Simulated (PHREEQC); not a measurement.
A solution holds 0.0017 mol/kgw NaH2PO4, 0.14 mol/kgw KOH and 0.013 mol/kgw NaCl, at 25 °C. Closed to the air; pH follows from the charge balance.

All values are PHREEQC results (ion-association model, wateq4f.dat), not measurements.

```json
[
 {"quantity": "pH", "before": "13.00", "after": "11.60"},
 {"quantity": "ionic strength (mol/kgw)", "before": "0.160", "after": "0.159"},
 {"quantity": "PO4-3 (mol/kgw)", "before": "0.00161", "after": "0.00113"},
 {"quantity": "HPO4-2 (mol/kgw)", "before": "8.68e-5", "after": "0.000525"},
 {"quantity": "KHPO4- (mol/kgw)", "before": "7.32e-6", "after": "3.91e-5"},
 {"quantity": "NaHPO4- (mol/kgw)", "before": "7.97e-7", "after": "4.26e-6"}
]
```

**Question.** Which change was made?
A. diluted 10-fold with water
B. KOH from 0.14 to 0.21 mol/kgw
C. NaCl from 0.013 to 0.13 mol/kgw
D. KOH from 0.14 to 0.154 mol/kgw
E. temperature from 25 to 80 °C

**Answer.** E, temperature from 25 to 80 °C

Precipitation was switched off in this run. H3PO4, which wateq4f.dat lacks, is added to it with the constant of phreeqc.dat. Constants without temperature data keep their 25 °C values here.
